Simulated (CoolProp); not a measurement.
R227EA at 293.15 K and 2.14 MPa flows at 3.5 m/s in a round tube of 1 mm bore and 1.5 µm roughness, fully developed (64/Re and Nu = 3.66 if laminar; Colebrook and Gnielinski if turbulent). Each further row changes one setting.

Computed with CoolProp (reference Helmholtz-energy equation of state, Lemmon 2016).

```
case            Reynolds number  Darcy friction factor  pressure drop (Pa/m)  heat-transfer coefficient (W/(m² K))  mass flow (kg/h)
--------------  ---------------  ---------------------  --------------------  ------------------------------------  ----------------
as stated                 18600                 0.0293                255000                                  8050              14.1
velocity 7 m/s            37300                 0.0263                914000                                 15300              28.1
diameter 2 mm             37300                 0.0244                106000                                  7290              56.2
```

Viscosity comes from a separate model (Huber 2003), an estimate that may be off by 10 % or more. Thermal conductivity comes from a separate model (Huber 2003), an estimate that may be off by 10 % or more.
